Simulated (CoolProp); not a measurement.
Values from CoolProp's reference Helmholtz-energy equation of state, Thol 2017.

Problem. For octamethyltrisiloxane (MDM), give the phase and the cv (kJ/(kg K)), speed of sound (m/s), Joule-Thomson coefficient (K/MPa), isothermal compressibility (1/MPa) at 575 K and 1.06 MPa.

Solution. 
- 575 K and 1.06 MPa: gas; cv 2.11, speed of sound 99.2, Joule-Thomson coefficient 15.4, isothermal compressibility 1.50
